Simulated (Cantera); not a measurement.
Input: 1 mol Fe₂O₃, 5.9 mol Cl₂, 3.4 mol H₂, at 823 K and 1.33 mbar.

Method: chemical equilibrium by Gibbs-energy minimisation in Cantera with the NASA 1993 tables (ideal gas, pure condensed phases). Candidate condensed phases: Fe, FeCl₂, FeCl₃, FeO, Fe(OH)₂, Fe(OH)₃, Fe₂O₃, Fe₃O₄, H₂O; 22 gas species. Condensed phases not in the tables: FeOCl. Kinetics and transport are ignored.

Base state: HCl 0.722, Cl₂ 0.265, FeCl₃ 0.00589, H₂O 0.00497, O₂ 0.00199, Cl 0.000222, FeCl₂ 6.38e-5 (mole fractions); condensed: Fe₂O₃(s).

Task: What changes in the equilibrium state with this change: temperature from 823 K to 1923 K?

Result: 
| species | before | after |
|---|---|---|
| HCl | 0.722 | 0.417 |
| Cl | 0.000222 | 0.243 |
| FeCl₂ | 6.38e-5 | 0.169 |
| Cl₂ | 0.265 | 0.000267 |
| O₂ | 0.00199 | 0.0853 |
| H₂O | 0.00497 | 0.0752 |
| OH | <1e-9 | 0.00501 |
| O | <1e-9 | 0.00290 |
| H₂ | <1e-9 | 0.00111 |
| Fe₂O₃(s), mol | 0.972 | 0 |

Task: What changes in the equilibrium state with this change: temperature from 823 K to 1050 K?

Result: 
```tsv
species	before	after
HCl	0.722	0.704
Cl₂	0.265	0.187
O₂	0.00199	0.0393
FeCl₃	0.00589	0.0390
FeCl₂	6.38e-5	0.0166
Cl	0.000222	0.00938
H₂O	0.00497	0.00463
Fe₂O₃(s), mol	0.972	0.735
```
